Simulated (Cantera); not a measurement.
A closed system holds: 1 mol FeS2, 160 mol H2, at 1823 K and 0.0510 bar.

Equilibrium computed with Cantera from the NASA thermochemical tables; the gas is ideal and each condensed phase is pure. Candidate condensed phases: Fe, FeS, FeS2, S; 8 gas species. Kinetics and transport are ignored.

Base state: H2 0.986, H2S 0.00805, H 0.00191, SH 0.00166, S2 0.00130, Fe 0.000798, S 0.000142 (mole fractions); condensed: Fe(l).

Q: What changes in the equilibrium state with this change: FeS2 replaced by CuO?

A: 
```tsv
species	before	after
H2	0.986	0.986
H2O	0	0.00620
Cu	0	0.00619
H2S	0.00805	0
Fe	0.000798	0
SH	0.00166	0
S2	0.00130	0
S	0.000142	0
Fe(l), mol	0.872	0
```
Further candidate phases: Cu, CuO, Cu(OH)2, Cu2O, H2O.

Q: What changes in the equilibrium state with this change: temperature from 1823 K to 1625 K?

A: 
```csv
species,before,after
H2,0.986,0.988
H2S,0.00805,0.0108
SH,0.00166,0.000593
H,0.00191,0.000310
Fe,0.000798,3.40e-5
S,0.000142,1.60e-5
S2,0.00130,0.000543
"Fe(l), mol",0.872,0
"Fe(γ), mol",0,0.995
```
